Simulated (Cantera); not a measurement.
Feed: 1 mol CHF₃, 0.085 mol Si, 0.26 mol H₂, at 1173 K and 3.20 Pa.

Method: chemical equilibrium by Gibbs-energy minimisation in Cantera with the NASA 1993 tables (ideal gas, pure condensed phases). Candidate condensed phases: C, C₆H₆, C₇H₈, C₈H₁₈, Si, SiC; 113 gas species. Gases not in the tables: C₂F₆ and larger saturated fluorocarbons. The numbers say what is thermodynamically allowed, not how fast it happens.

**Question.** What is the equilibrium state?

**Answer.** 
* **x(HF)**: 0.804
* **x(CF₄)**: 0.151
* **x(SiF₄)**: 0.0450
* **x(CF₂)**: 5.54e-6
* **x(F)**: 2.45e-6
* **n(C(graphite))**: 0.715 mol
* **gas amount**: 1.890 mol
* **log10 activity of Si(s) (absent)**: -31.32
